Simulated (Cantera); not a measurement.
Charge: 1 mol B₂H₆, 0.053 mol O₂, 5.4 mol H₂, at 0.0133 bar.

Equilibrium computed with Cantera from the NASA thermochemical tables; the gas is ideal and each condensed phase is pure. Candidate condensed phases: B, B₂O₃, B₃O₃H₃, H₂O; 23 gas species. The feed counts by its element totals alone. The tables' values for BH₂ are old estimates; treat these amounts as uncertain. Rates play no part. All values below are at 1900 K.

Base state: H₂ 0.981, HBO 0.0106, H 0.00681, BO 0.00117, B₂O₂ 0.000362, BH₂ 0.000251, B₂O 1.32e-5 (mole fractions); condensed: B(s).

What changes in the equilibrium state with this change: H₂ from 5.4 to 0.19 mol?


```
species      before    after
---------  --------  -------
H₂            0.981    0.963
HBO          0.0106   0.0253
H           0.00681  0.00674
B₂O₂       0.000362  0.00212
B₂O₃        1.53e-6  2.15e-5
HBO₂        6.18e-6  3.57e-5
B₂O         1.32e-5  3.19e-5
B(s), mol      1.89     1.89
```
